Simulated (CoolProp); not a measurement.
CF4 (R14) along the isotherm 299.2 K: fugacity coefficient from the reference equation and from simpler models built on Tc = 227.4 K, pc = 3.762 MPa, ω = 0.178; each cubic takes its own stable root.

Computed with CoolProp (reference Helmholtz-energy equation of state, Platzer 1990). This equation is an older, rougher fit; its heat capacities, sound speeds and derivatives of the liquid may be far off and weren't checked against measurements.

| p (MPa) | phase | reference |
|---|---|---|
| 0.0595 | gas | 0.9978 |
| 0.1 | gas | 0.9964 |
| 0.169 | gas | 0.9939 |
| 0.286 | gas | 0.9896 |
| 0.483 | gas | 0.9825 |
| 0.814 | gas | 0.9708 |
| 1.37 | gas | 0.9513 |
| 2.32 | gas | 0.9190 |
| 3.91 | supercritical | 0.8678 |
| 6.61 | supercritical | 0.7889 |
| 11.1 | supercritical | 0.6849 |
| 18.8 | supercritical | 0.5912 |

Problem. How far does each simpler model (van der Waals, Redlich-Kwong, Peng-Robinson) lie from the reference over these 12 states: mean and median of the absolute difference, and the worst?

Solution. 
- van der Waals: mean 2.0 %, median 0.4 %, worst -7.9 % at 299.2 K and 11.1 MPa
- Redlich-Kwong: mean 1.2 %, median 0.4 %, worst -4.8 % at 299.2 K and 18.8 MPa
- Peng-Robinson: mean 1.1 %, median 0.6 %, worst -3.2 % at 299.2 K and 18.8 MPa
